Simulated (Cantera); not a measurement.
Source: NASA polynomial tables (part measured, part estimated), evaluated in Cantera. Values are per mole of reaction as written; species without (g) are pure solids or liquids, kept so even where they would boil at 1 bar.

2 Fe + 2 NO2(g) → Fe2O3 + N2O(g), with ΔH° = -812.1 kJ and ΔS° = -227.5 J/K at 300 K.

Q: How far is the shortcut ΔG° ≈ ΔH°(300 K) − T·ΔS°(300 K) from the full temperature-dependent value at 950, 1025, 1100, 1175, 1250, 1325, 1400 K?

A: 
```tsv
T (K)	shortcut (kJ)	full (kJ)	difference (kJ)	difference in log10 K	condensed phases
950	-596.0	-608.5	12.5	-0.69	Fe(α), Fe2O3(s)
1025	-578.9	-594.1	15.1	-0.77	Fe(α), Fe2O3(s)
1100	-561.9	-579.5	17.6	-0.84	Fe(α), Fe2O3(s)
1175	-544.8	-564.8	20.0	-0.89	Fe(α), Fe2O3(s)
1250	-527.7	-550.2	22.5	-0.94	Fe(γ), Fe2O3(s)
1325	-510.7	-535.6	25.0	-0.98	Fe(γ), Fe2O3(s)
1400	-493.6	-521.2	27.6	-1.03	Fe(γ), Fe2O3(s)
```
The shortcut ignores heat capacities and the phase changes listed.
